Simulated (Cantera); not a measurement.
Input: 1 mol HI, 4.5 mol H₂O, 10 mol N₂, at 2823 K and 1.80 bar.

Cantera equilibrium calculation (NASA polynomials, part measured and part estimated; ideal gas, pure solids and liquids). Candidate condensed phases: H₂O, I₂; 27 gas species. Rates play no part.

Base state: N₂ 0.604, H₂O 0.233, I 0.0583, H₂ 0.0526, OH 0.0192, H 0.0152, O₂ 0.00614, NO 0.00569 (mole fractions); condensed: gas only.

Problem. What changes in the equilibrium state with this change: temperature from 2823 K to 2023 K?

Solution. 
```json
[
 {"species": "N₂", "before": "0.604", "after": "0.627"},
 {"species": "H₂O", "before": "0.233", "after": "0.282"},
 {"species": "I", "before": "0.0583", "after": "0.0554"},
 {"species": "H₂", "before": "0.0526", "after": "0.0279"},
 {"species": "OH", "before": "0.0192", "after": "0.000249"},
 {"species": "H", "before": "0.0152", "after": "0.000236"},
 {"species": "O", "before": "0.00347", "after": "1.53e-6"},
 {"species": "O₂", "before": "0.00614", "after": "6.66e-6"},
 {"species": "NO", "before": "0.00569", "after": "4.10e-5"},
 {"species": "I₂", "before": "1.12e-5", "after": "0.000144"},
 {"species": "HI", "before": "0.00238", "after": "0.00704"}
]
```

Problem. What changes in the equilibrium state with this change: H₂O from 4.5 to 2.8 mol?

Solution. 
```
species   before    after
-------  -------  -------
N₂         0.604    0.682
H₂O        0.233    0.163
I         0.0583   0.0658
OH        0.0192   0.0141
H₂        0.0526   0.0475
H         0.0152   0.0144
O₂       0.00614  0.00368
O        0.00347  0.00269
```
